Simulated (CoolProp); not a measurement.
R13 along the isobar 0.366 MPa: fugacity coefficient from the reference equation and from simpler models built on Tc = 29.9 °C, pc = 3.973 MPa, ω = 0.175; each cubic takes its own stable root.

Values from CoolProp's reference Helmholtz-energy equation of state, Platzer 1990. This equation is an older, rougher fit; its heat capacities, sound speeds and derivatives of the liquid may be far off and weren't checked against measurements.

```tsv
T (°C)	phase	reference	van der Waals	Redlich-Kwong	Soave-Redlich-Kwong	Peng-Robinson
-157.15	liquid	0.0001806	0.03949	0.0002530	0.0001865	0.0002271
-137.85	liquid	0.003063	0.1348	0.004485	0.002906	0.003257
-118.55	liquid	0.02204	0.3361	0.03263	0.02105	0.02240
-99.15	liquid	0.09563	0.6808	0.1372	0.09296	0.09562
-79.85	liquid	0.2913	0.9225	0.3964	0.2879	0.2898
-60.45	liquid	0.6966	0.9376	0.8923	0.6974	0.6929
-41.15	gas	0.9245	0.9488	0.9340	0.9304	0.9263
-21.75	gas	0.9422	0.9575	0.9471	0.9448	0.9409
-2.45	gas	0.9548	0.9643	0.9570	0.9557	0.9520
16.95	gas	0.9641	0.9697	0.9646	0.9642	0.9606
36.25	gas	0.9710	0.9741	0.9706	0.9708	0.9674
55.65	gas	0.9764	0.9777	0.9754	0.9761	0.9729
74.95	gas	0.9806	0.9806	0.9792	0.9803	0.9774
94.25	gas	0.9840	0.9831	0.9824	0.9838	0.9810
113.65	gas	0.9867	0.9852	0.9849	0.9866	0.9840
```

At some of these states van der Waals gives the other phase, because its saturation line lies elsewhere.
